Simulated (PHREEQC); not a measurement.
1 kg of water holding 0.37 mol/kgw MgSO4 and 0.028 mol/kgw K2SO4 is evaporated at 25 °C; the solids stay in contact with the brine. The system is closed to CO2. Only these solids could form: Arcanite, Brucite, Epsomite, Hexahydrite, Kieserite, Leonite, Misenite, Schoenite.

Computed with PHREEQC (Pitzer model, pitzer.dat).

```tsv
water left (kg)	ionic strength	water activity	Epsomite (mol)	Schoenite (mol)	K in solution (mol/kgw)
1	1.56	0.992	0	0	0.0560
0.8219	1.90	0.990	0	0	0.0681
0.6755	2.32	0.988	0	0	0.0829
0.5552	2.82	0.986	0	0	0.101
0.4563	3.43	0.983	0	0	0.123
0.375	4.17	0.979	0	0	0.149
0.3082	5.07	0.974	0	0	0.182
0.2533	6.17	0.967	0	0	0.221
0.2082	7.51	0.957	0	0	0.269
0.1711	9.14	0.941	0	0	0.327
0.1407	11.1	0.918	0	0	0.398
0.1124	13.0	0.891	0.0252	0	0.498
0.07924	13.4	0.887	0.124	0.00153	0.668
0.05178	13.4	0.887	0.199	0.0107	0.668
0.02922	13.4	0.887	0.262	0.0182	0.668
0.0107	13.4	0.887	0.313	0.0244	0.668
```

Epsomite from water left = 0.1124 kg; Schoenite from water left = 0.07924 kg.
